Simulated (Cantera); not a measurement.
An adiabatic, constant-pressure homogeneous reactor starts with CH3OH : O2 : N2 = 1 : 0.938 : 9.38 (molar parts), equivalence ratio 1.6, at 1323 K and 0.480 bar. Integrator tolerance rtol = 1e-08.

Model: GRI-Mech 3.0 (53 species, 325 reactions), integrated in Cantera. GRI-Mech 3.0 was tuned for natural gas; its chemistry of methanol as a main component is partial and can be far from experiment.

Q: What does this change do: 0.23 parts H2 added?

A: 
```
quantity                                                              before                                      after
---------------------------------  -----------------------------------------  -----------------------------------------
time of steepest temperature rise                                    3.70 ms                                    3.37 ms
temperature at 0.400 s                                                2117 K                                     2102 K
equilibrium temperature                                               2117 K                                     2102 K
x(CH3OH) at 0.400 s                    <1e-12 (gas-phase equilibrium <1e-12)      <1e-12 (gas-phase equilibrium <1e-12)
x(O2) at 0.400 s                     8.50e-6 (gas-phase equilibrium 8.48e-6)    4.12e-6 (gas-phase equilibrium 4.12e-6)
x(CH3) at 0.400 s                      <1e-12 (gas-phase equilibrium <1e-12)      <1e-12 (gas-phase equilibrium <1e-12)
x(C2H) at 0.400 s                      <1e-12 (gas-phase equilibrium <1e-12)      <1e-12 (gas-phase equilibrium <1e-12)
x(HCN) at 0.400 s                    2.26e-9 (gas-phase equilibrium 3.03e-9)    3.61e-9 (gas-phase equilibrium 4.81e-9)
x(O) at 0.400 s                      6.64e-6 (gas-phase equilibrium 6.62e-6)    4.17e-6 (gas-phase equilibrium 4.16e-6)
x(CH2O) at 0.400 s                 3.92e-10 (gas-phase equilibrium 3.92e-10)  5.55e-10 (gas-phase equilibrium 5.55e-10)
```
